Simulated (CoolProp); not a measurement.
Saturated liquid density (kg/m³) of carbonyl sulfide: the reference equation beside estimates from Tc = 378.8 K, pc = 6369 kPa, ω = 0.098. Rackett uses Z = 0.29056 − 0.08775 ω.

Values from CoolProp's reference Helmholtz-energy equation of state, Lemmon 2006. It is a short technical equation, of lower accuracy than the large ones.

| T (K) | reference | Rackett | Redlich-Kwong |
|---|---|---|---|
| 214 | 1193 | 1169 | 1132 |
| 220.9 | 1179 | 1155 | 1117 |
| 227.8 | 1164 | 1140 | 1101 |
| 234.7 | 1149 | 1126 | 1085 |
| 241.6 | 1133 | 1111 | 1068 |
| 248.5 | 1118 | 1095 | 1050 |
| 255.4 | 1102 | 1080 | 1032 |
| 262.3 | 1085 | 1064 | 1013 |
| 269.2 | 1068 | 1047 | 993.7 |
| 276.1 | 1051 | 1030 | 973.3 |
| 283 | 1033 | 1013 | 952.0 |
| 289.9 | 1014 | 994.6 | 929.9 |
| 296.8 | 994.2 | 975.8 | 906.6 |

Absolute difference from the reference over all 13 rows, mean and median: Rackett 2.0 and 2.0 %, Redlich-Kwong 6.6 and 6.4 %.
